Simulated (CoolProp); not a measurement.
Vapour-liquid equilibrium of nitrogen (1) + methane (2) at 102.2 K; x and y are mole fractions of (1).

The numbers come from the multi-fluid Helmholtz-energy mixture model, Span 2000 and Setzmann 1991; pair parameters Kunz 2012 in CoolProp.

```
x     bubble pressure, mixture model (MPa)  bubble pressure, Raoult's law (MPa)  y, mixture model  y, Raoult's law
----  ------------------------------------  -----------------------------------  ----------------  ---------------
0.05                                0.1205                              0.08604             0.646            0.525
0.2                                 0.3011                               0.2151             0.867            0.840
0.35                                0.4319                               0.3442             0.914            0.919
0.5                                      ?                               0.4733                 ?            0.955
0.65                                0.6333                               0.6024             0.956            0.975
0.8                                 0.7348                               0.7315             0.973            0.988
0.95                                0.8560                               0.8606                 ?            0.998
```

Question: Complete the blanks.

Answer: 
- 0.5, bubble pressure, mixture model (MPa): 0.5370
- 0.5, y, mixture model: 0.938
- 0.95, y, mixture model: 0.992

The largest gap from Raoult's law is +40.1 % in bubble pressure, at x = 0.05. No azeotrope shows between x = 0.05 and 0.95.

The pair parameters rest on a limited set of measurements; away from them the model extrapolates. The gap from Raoult's law changes sign with composition, which may be real or a fault of the pair parameters; it wasn't checked against measurements.
